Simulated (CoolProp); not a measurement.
Vapour-liquid equilibrium of ethanol (1) + o-xylene (2) at 0.563 MPa; x and y are mole fractions of (1).

Values from CoolProp's multi-fluid Helmholtz-energy mixture model, Schroeder 2014 and Zhou 2012; pair parameters Bell 2016.

| x | bubble temperature, mixture model (°C) | bubble temperature, Raoult's law (°C) | y, mixture model | y, Raoult's law |
|---|---|---|---|---|
| 0.05 | 191.0 | 206.8 | 0.453 | 0.301 |
| 0.15 | 162.1 | 185.5 | … | 0.593 |
| 0.25 | 150.7 | 171.8 | 0.801 | 0.735 |
| 0.35 | 145.1 | 161.9 | … | 0.818 |
| 0.45 | 141.7 | 154.2 | … | 0.873 |
| 0.55 | 139.2 | 148.0 | 0.876 | 0.911 |
| 0.65 | 137.0 | 142.7 | 0.894 | 0.940 |
| 0.75 | 134.8 | 138.3 | 0.916 | 0.962 |
| 0.85 | 132.6 | 134.4 | 0.943 | 0.979 |
| 0.95 | 130.4 | 130.9 | 0.979 | 0.994 |

Q: Complete the blanks.

A: 
- 0.15, y, mixture model: 0.723
- 0.35, y, mixture model: 0.837
- 0.45, y, mixture model: 0.858

The largest gap from Raoult's law is -23.4 K in bubble temperature, at x = 0.15. No azeotrope shows between x = 0.05 and 0.95.

Pair parameters are fitted to limited data, so mixtures are less certain than the pure fluids. With so large a gap from Raoult's law the liquid may split in two, which this calculation doesn't test in full.
